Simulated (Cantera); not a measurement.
A perfectly stirred reactor is fed with 98.9 % N₂O, 1.09 % H₂O, at 101000 Pa; it is held at 1325 K, and followed from long to short residence time.

Model: GRI-Mech 3.0 (53 species, 325 reactions), integrated in Cantera. GRI-Mech 3.0 was tuned for natural gas; its chemistry of N2O as a main component is partial and can be far from experiment. The mechanism lacks the step 2 NO + O2 → 2 NO2, which can matter for NO2 below about 1400 K. The temperature is held fixed by assumption; the heat of reaction is taken as removed at once.

**Question.** Predict: x(N₂O) at τ = 12.0 s; x(H₂O) at τ = 12.0 s; x(NO) at τ = 12.0 s; x(N₂) at τ = 12.0 s; x(H₂) at τ = 12.0 s; x(N₂O) at τ = 98.0 ms; x(H₂O) at τ = 98.0 ms; x(NO) at τ = 98.0 ms; x(N₂) at τ = 98.0 ms; x(H₂) at τ = 98.0 ms.

**Answer.** 
```json
{
 "x(N₂O) at τ = 12.0 s": "0.0173",
 "x(H₂O) at τ = 12.0 s": "0.00734",
 "x(NO) at τ = 12.0 s": "0.0293",
 "x(N₂) at τ = 12.0 s": "0.636",
 "x(H₂) at τ = 12.0 s": "1.42e-8",
 "x(N₂O) at τ = 98.0 ms": "0.576",
 "x(H₂O) at τ = 98.0 ms": "0.00936",
 "x(NO) at τ = 98.0 ms": "0.0363",
 "x(N₂) at τ = 98.0 ms": "0.258",
 "x(H₂) at τ = 98.0 ms": "4.32e-8"
}
```
